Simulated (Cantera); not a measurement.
A perfectly stirred reactor is fed with 2.75 % CH2O, 2.56 % O2, 94.7 % N2, equivalence ratio 1.1, at 2.30 bar; it is held at 1375 K, and followed from long to short residence time.

Model: GRI-Mech 3.0 (53 species, 325 reactions), integrated in Cantera. The temperature is held fixed by assumption; the heat of reaction is taken as removed at once.

### Question
Predict: x(CH2O) at τ = 2.70 s; x(O2) at τ = 2.70 s; x(OH) at τ = 2.70 s; x(CO) at τ = 2.70 s; x(CH2O) at τ = 45.0 ms; x(O2) at τ = 45.0 ms; x(OH) at τ = 45.0 ms; x(CO) at τ = 45.0 ms.

### Answer
x(CH2O) at τ = 2.70 s: 3.53e-7
x(O2) at τ = 2.70 s: 2.69e-5
x(OH) at τ = 2.70 s: 1.96e-5
x(CO) at τ = 2.70 s: 0.00255
x(CH2O) at τ = 45.0 ms: 3.51e-6
x(O2) at τ = 45.0 ms: 0.000442
x(OH) at τ = 45.0 ms: 0.000111
x(CO) at τ = 45.0 ms: 0.00324
